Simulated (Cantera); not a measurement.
A closed system holds: 1 mol C3H8, 0.26 mol NH3, held at 1823.15 K and 0.570 Torr.

Cantera equilibrium calculation (NASA polynomials, part measured and part estimated; ideal gas, pure solids and liquids). Candidate condensed phases: C, C6H6, C7H8, C8H18; 92 gas species. Kinetics and transport are ignored.

Base state: H2 0.955, N2 0.0280, H 0.0154, HCN 0.00112, C2H2 (acetylene) 0.000202, HNC 4.48e-5 (mole fractions); condensed: C(graphite).

Question: What changes in the equilibrium state with this change: temperature from 1823.15 K to 2200 K?

Answer: 
| species | before | after |
|---|---|---|
| H2 | 0.955 | 0.788 |
| H | 0.0154 | 0.181 |
| N2 | 0.0280 | 0.0239 |
| C2H | 3.14e-8 | 1.61e-5 |
| CN | 2.71e-7 | 3.39e-5 |
| C(graphite), mol | 2.99 | 2.96 |

Question: What changes in the equilibrium state with this change: NH3 from 0.26 to 0.039 mol?

Answer: 
```json
[
 {"species": "H2", "before": "0.955", "after": "0.979"},
 {"species": "H", "before": "0.0154", "after": "0.0156"},
 {"species": "N2", "before": "0.0280", "after": "0.00451"},
 {"species": "HCN", "before": "0.00112", "after": "0.000456"},
 {"species": "HNC", "before": "4.48e-5", "after": "1.82e-5"},
 {"species": "C2H2 (acetylene)", "before": "0.000202", "after": "0.000207"},
 {"species": "C(graphite), mol", "before": "2.99", "after": "3.00"}
]
```
